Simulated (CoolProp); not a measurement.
Vapour-liquid equilibrium of toluene (1) + n-octane (2) at 36.95 °C; x and y are mole fractions of (1).

Model: multi-fluid Helmholtz-energy mixture model, Lemmon 2006 and Beckmüller 2019; pair parameters Bell 2016, in CoolProp.

Give the bubble pressure and the first vapour's composition at x = 0.275, 0.35, 0.425. Is there an azeotrope?

x = 0.275: 5.028 kPa, y = 0.473; x = 0.35: 5.329 kPa, y = 0.546; x = 0.425: 5.596 kPa, y = 0.608. No azeotrope shows between x = 0.05 and 0.95.

The pair parameters rest on a limited set of measurements; away from them the model extrapolates.
